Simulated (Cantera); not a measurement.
## Premixed flame

A freely propagating, adiabatic, planar premixed flame of CH4 : O2 : N2 = 1 : 1.67 : 6.27 (molar parts), equivalence ratio 1.2, unburnt at 550 K and 660000 Pa; mixture-averaged transport, grid criteria slope 0.08 and curve 0.16, no radiation.

Cantera simulation using GRI-Mech 3.0 (53 species, 325 reactions); the numbers are that mechanism's predictions, not measurements. Burning velocities carry a grid error of a few per cent, more on coarse grids.

```csv
z (mm),T (K),u (m/s),x CH4,x O2,x H2,x OH,x C2H,x C2H2
-0.296,551,0.472,0.112,0.186,0.00218,<1e-8,<1e-8,5.73e-8
-0.197,559,0.480,0.111,0.185,0.00536,<1e-8,<1e-8,8.00e-7
-0.148,582,0.502,0.108,0.183,0.00887,<1e-8,<1e-8,3.87e-6
-0.0985,714,0.621,0.0986,0.172,0.0150,1.55e-7,<1e-8,3.21e-5
-0.0493,1214,1.07,0.0634,0.125,0.0234,1.04e-5,<1e-8,0.000222
-0.0246,1636,1.46,0.0326,0.0787,0.0275,0.000132,2.88e-8,0.000501
0,2012,1.81,0.00711,0.0322,0.0289,0.00120,9.27e-7,0.000764
0.0246,2171,1.94,0.000552,0.00957,0.0267,0.00327,8.30e-7,0.000202
0.0493,2217,1.98,3.14e-5,0.00335,0.0256,0.00397,9.86e-8,1.85e-5
0.0985,2256,2.01,2.39e-7,0.00112,0.0256,0.00343,<1e-8,2.52e-7
0.197,2288,2.03,<1e-8,0.000447,0.0257,0.00236,<1e-8,<1e-8
0.394,2308,2.05,<1e-8,0.000163,0.0255,0.00146,<1e-8,<1e-8
0.788,2317,2.06,<1e-8,6.84e-5,0.0255,0.000983,<1e-8,<1e-8
```
x: mole fraction of selected species; z is measured from the peak of heat release.

```json
{
 "laminar_burning_velocity": "47.0 cm/s",
 "thermal_thickness": "0.0985 mm",
 "peak x(H2)": "0.0291",
 "peak x(OH)": "0.00397",
 "peak x(C2H)": "1.34e-6",
 "peak x(C2H2)": "0.000785"
}
```
